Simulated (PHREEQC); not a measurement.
Leach liquor (model solution)

Dissolve 0.0019 mol H2SO4, 0.001 mol FeSO4 and 0.038 mol Na2SO4 per kg of water at 20 °C. Closed to the air; pH follows from the charge balance.

The numbers come from PHREEQC with the ion-association model, phreeqc.dat.

Precipitation was switched off in this run.

### Question
Predict the pH, ionic strength.

### Answer
pH 2.84; ionic strength 0.109 mol/kgw.

### Question
In which forms is Na present?

### Answer
Na+ 94 %, NaSO4- 5.7 % of the Na.
